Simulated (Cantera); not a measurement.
Feed: 1 mol PbO, 0.18 mol H₂, equilibrated at 723 K and 8400 Pa.

These are equilibrium values from Cantera (NASA tables, ideal gas, pure condensed phases), not measurements of a reactor. Candidate condensed phases: H₂O, Pb, PbO, PbO₂, Pb₃O₄; 12 gas species. Kinetics and transport are ignored.

Base state: H₂O 1.000, H₂ 4.17e-5 (mole fractions); condensed: Pb(l) + PbO(red).

**Question.** What changes in the equilibrium state with this change: PbO replaced by HgO?

**Answer.** 
```csv
species,before,after
Hg,0,0.629
O₂,<1e-9,0.258
H₂O,1.000,0.113
H₂,4.17e-5,<1e-9
"Pb(l), mol",0.180,0
"PbO(red), mol",0.820,0
```
Further candidate phases: Hg, HgO.
